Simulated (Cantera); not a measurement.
A perfectly stirred reactor is fed with 33.3 % C₂H₆, 66.7 % N₂, at 100000 Pa; it is held at 1425 K, and followed from long to short residence time.

Computed with Cantera and GRI-Mech 3.0 (53 species, 325 reactions). GRI-Mech 3.0 stops at C3 and has no aromatics, soot or wall deposition, so with more carbon than oxygen in the feed, carbon stays in small species such as C2H2 where larger ones or solid carbon would form.

One state of this run: x C₂H₆ = 0.0228; x CH₂ = 3.22e-8; x CH₃ = 0.000300; x C₂H = 1.42e-8; x C₂H₄ = 0.105. x: mole fraction; the columns are a selection and need not sum to one.

Q: Which value of τ (s) does it belong to?
A. 0.087
B. 0.24
C. 0.00059
D. 0.0043

A: D, 0.0043
